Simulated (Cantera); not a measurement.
What does this Cantera script print?

```python
import numpy as np
import cantera as ct

gas = ct.Solution("gri30.yaml")


def delay(T, t_max=10):
    gas.TPX = T, 140000, {'CH4': 1, 'C2H6': 0.055, 'C3H8': 0.036, 'O2': 1.32, 'N2': 5.54}
    reactor = ct.IdealGasConstPressureReactor(gas, clone=False)
    net = ct.ReactorNet([reactor])
    net.rtol, net.atol = 1e-8, 1e-16
    while net.time < t_max:
        t_old, T_old = net.time, reactor.T
        net.step()
        if reactor.T > T + 400:  # ignition: a rise of 400 K
            return t_old + (T + 400 - T_old) / (reactor.T - T_old) * (net.time - t_old)
    return np.nan


taus = []
for T in [1198, 1273, 1348, 1423, 1498]:
    taus.append(delay(T))
    print(f"T0 = {T:6g} K   tau = {taus[-1]:.4e} s")

# d ln(tau) / d ln(k), from doubling and halving each rate constant
T, sens = 1198, []
for i in range(gas.n_reactions):
    gas.set_multiplier(2.0, i)
    up = delay(T)
    gas.set_multiplier(0.5, i)
    down = delay(T)
    gas.set_multiplier(1.0, i)
    sens.append((np.log(up / down) / np.log(4.0), gas.reaction(i).equation))
sens.sort(key=lambda x: -abs(x[0]))
print(f"sensitivities at {T} K")
for s, eq in sens[:10]:
    print(f"{s:8.3f}  {eq}")
```

Result:

```
T0 =   1198 K   tau = 1.0194e-02 s
T0 =   1273 K   tau = 3.5936e-03 s
T0 =   1348 K   tau = 1.3657e-03 s
T0 =   1423 K   tau = 5.7377e-04 s
T0 =   1498 K   tau = 2.6762e-04 s
sensitivities at 1198 K
   0.503  2 CH3 (+M) <=> C2H6 (+M)
   0.424  CH4 + OH <=> CH3 + H2O
  -0.414  CH3 + HO2 <=> CH3O + OH
  -0.402  H + O2 <=> O + OH
   0.371  CH4 + H <=> CH3 + H2
  -0.308  C2H6 + OH <=> C2H5 + H2O
  -0.258  C2H6 + CH3 <=> C2H5 + CH4
  -0.229  C2H5 + CH3 (+M) <=> C3H8 (+M)
  -0.222  CH3O + O2 <=> CH2O + HO2
  -0.204  CH2O + CH3 <=> CH4 + HCO
```

Cantera simulation using GRI-Mech 3.0 (53 species, 325 reactions); the numbers are that mechanism's predictions, not measurements.
